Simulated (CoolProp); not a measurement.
Computed with CoolProp (reference Helmholtz-energy equation of state, Lemmon 2006). It is a short technical equation, of lower accuracy than the large ones.

### Question
For neopentane, give the phase and the speed of sound (m/s) at 166.65 °C and 0.0134 MPa; 67.95 °C and 4.73 MPa; 248.75 °C and 0.259 MPa.

### Answer
- 166.65 °C and 0.0134 MPa: gas; speed of sound 231
- 67.95 °C and 4.73 MPa: liquid; speed of sound 707
- 248.75 °C and 0.259 MPa: gas; speed of sound 247
